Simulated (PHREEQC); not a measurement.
Consider water at 87 °C with 0.1 mol HF and 8.3e-05 mol NH4HF2 per kg of water. Closed to the air; pH follows from the charge balance.

The numbers come from PHREEQC with the ion-association model, phreeqc.dat.

Precipitation was switched off in this run.

### Question
Order these F species by the share of F that they hold, largest first: F-, HF2-, HF.

### Answer
HF (93 %), F- (4.0 %), HF2- (3.1 %)

The pH is 2.30 and the ionic strength 0.00551 mol/kgw. At this temperature some constants are extrapolated from 25 °C, and those without enthalpy data are left unchanged.
